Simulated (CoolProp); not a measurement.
Vapour-liquid equilibrium of propylene (1) + R22 (2) at 209.6 K; x and y are mole fractions of (1).

The numbers come from the multi-fluid Helmholtz-energy mixture model, Lemmon 2013 and Kamei 1995; pair parameters Bell 2016 in CoolProp.

```csv
x,bubble pressure (MPa),y at the bubble point,dew pressure at overall composition x (MPa),liquid density (mol/L)
0.05,0.03256,0.109,0.03142,16.91
0.15,0.03600,0.270,0.03341,16.67
0.25,0.03869,0.388,0.03555,16.43
0.35,0.04081,0.482,0.03781,16.20
0.45,0.04250,0.562,0.04010,15.98
0.55,0.04384,0.636,0.04225,15.78
0.65,0.04489,0.707,0.04408,15.58
0.75,0.04564,0.780,0.04537,15.39
0.85,0.04610,0.859,0.04607,15.21
0.95,0.04621,0.949,0.04621,15.04
```

y crosses x between x = 0.85 and 0.95: the model has an azeotrope there.

The pair parameters rest on a limited set of measurements; away from them the model extrapolates.
